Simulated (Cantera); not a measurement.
An adiabatic, constant-volume homogeneous reactor starts with CH4 : O2 : N2 = 1 : 0.87 : 3.27 (molar parts), at 1350 K and 1.00 bar.

Cantera simulation using GRI-Mech 3.0 (53 species, 325 reactions); the numbers are that mechanism's predictions, not measurements.

Q: Predict: time of steepest temperature rise; temperature at 0.700 s; equilibrium temperature; x(O2) at 0.700 s; x(NO) at 0.700 s.

A: 
```
Item                                                                 Value
---------------------------------  ---------------------------------------
time of steepest temperature rise                                  9.12 ms
temperature at 0.700 s                                              2510 K
equilibrium temperature                                             2510 K
x(O2) at 0.700 s                   4.37e-6 (gas-phase equilibrium 4.37e-6)
x(NO) at 0.700 s                   8.69e-5 (gas-phase equilibrium 8.69e-5)
```
